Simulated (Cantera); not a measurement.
A freely propagating, adiabatic, planar premixed flame of H2 : O2 : N2 = 1 : 0.185 : 0.696 (molar parts), equivalence ratio 2.7, unburnt at 650 K and 4.80 bar; mixture-averaged transport, grid criteria slope 0.08 and curve 0.16, no radiation.

Model: the H2/O2 subset of GRI-Mech 3.0, which has no nitrogen chemistry, integrated in Cantera. The hydrogen kinetics of GRI-Mech 3.0 are dated; newer H2 mechanisms differ, most at raised pressure. Burning velocities carry a grid error of a few per cent, more on coarse grids.

Task: How do the results move with these cheaper or finer settings: unity-Lewis-number transport; multicomponent transport; multicomponent+Soret transport; grid criteria slope 0.5, curve 1; grid criteria slope 0.25, curve 0.5; grid criteria slope 0.03, curve 0.06?

Result: 
```csv
setting,laminar burning velocity,thermal thickness,peak x(H2O2),peak x(O),grid points
as above,949 cm/s,0.0669 mm,2.84e-5,0.00145,109
unity-Lewis-number transport,591 cm/s,0.0650 mm,2.03e-5,0.000991,110
multicomponent transport,932 cm/s,0.0678 mm,2.78e-5,0.00141,109
multicomponent+Soret transport,907 cm/s,0.0660 mm,3.01e-5,0.00143,110
"grid criteria slope 0.5, curve 1",974 cm/s,0.0868 mm,2.79e-5,0.00112,41
"grid criteria slope 0.25, curve 0.5",958 cm/s,0.0740 mm,2.75e-5,0.00132,56
"grid criteria slope 0.03, curve 0.06",945 cm/s,0.0650 mm,2.85e-5,0.00148,266
```
Unity Lewis numbers drop preferential diffusion, which matters most where H2 and H carry the flame; Soret adds thermal diffusion.
